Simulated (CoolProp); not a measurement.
Saturated liquid density (kg/m³) of R11: the reference equation beside estimates from Tc = 471.1 K, pc = 4.408 MPa, ω = 0.189. Rackett uses Z = 0.29056 − 0.08775 ω.

Model: reference Helmholtz-energy equation of state, Jacobsen 1992, in CoolProp.

| T (K) | reference | Rackett | van der Waals |
|---|---|---|---|
| 353.4 | 1334 | 1348 | 841.7 |
| 356.7 | 1325 | 1339 | 835.7 |
| 360 | 1315 | 1329 | 829.6 |
| 363.3 | 1305 | 1319 | 823.4 |
| 366.6 | 1296 | 1309 | 817.1 |
| 369.9 | 1286 | 1299 | 810.6 |
| 373.2 | 1275 | 1289 | 804.1 |
| 376.5 | 1265 | 1279 | 797.4 |
| 379.8 | 1255 | 1268 | 790.7 |
| 383.1 | 1244 | 1258 | 783.7 |
| 386.4 | 1233 | 1247 | 776.7 |
| 389.7 | 1222 | 1236 | 769.5 |
| 393 | 1211 | 1224 | 762.1 |

Absolute difference from the reference over all 13 rows, mean and median: Rackett 1.1 and 1.1 %, van der Waals 37.0 and 37.0 %.
